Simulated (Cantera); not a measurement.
Standard-state values (1 bar) from the NASA 1993 polynomials, evaluated with Cantera. Values are per mole of reaction as written; species without (g) are pure solids or liquids, kept so even where they would boil at 1 bar.

3 TiO(g) + 2 O(g) ⇌ Ti₃O₅

```csv
T (K),ΔH° (kJ),ΔS° (J/K),ΔG° (kJ),log10 K,condensed phases
300,…,…,…,…,Ti₃O₅(s)
525,…,…,…,…,Ti₃O₅(s)
725,-3092.1,-833.0,-2488.2,179.27,Ti₃O₅(s)
925,-3082.8,-821.7,-2322.8,131.16,Ti₃O₅(s)
1125,-3071.7,-810.9,-2159.5,100.27,Ti₃O₅(s)
1325,…,…,…,…,Ti₃O₅(s)
1525,-3044.0,-789.9,-1839.4,63.00,Ti₃O₅(s)
1725,-3027.2,-779.6,-1682.4,50.94,Ti₃O₅(s)
1925,…,…,…,…,Ti₃O₅(s)
2125,-2816.2,-675.4,-1381.0,33.95,Ti₃O₅(l)
2325,-2794.3,-665.5,-1246.9,28.01,Ti₃O₅(l)
```

### Question
Complete the blanks.

### Answer

- 300, ΔH° (kJ): -3120.7
- 300, ΔS° (J/K): -893.1
- 300, ΔG° (kJ): -2852.8
- 300, log10 K: 496.70
- 525, ΔH° (kJ): -3100.0
- 525, ΔS° (J/K): -845.6
- 525, ΔG° (kJ): -2656.1
- 525, log10 K: 264.26
- 1325, ΔH° (kJ): -3058.8
- 1325, ΔS° (J/K): -800.3
- 1325, ΔG° (kJ): -1998.4
- 1325, log10 K: 78.78
- 1925, ΔH° (kJ): -3008.6
- 1925, ΔS° (J/K): -769.4
- 1925, ΔG° (kJ): -1527.5
- 1925, log10 K: 41.45
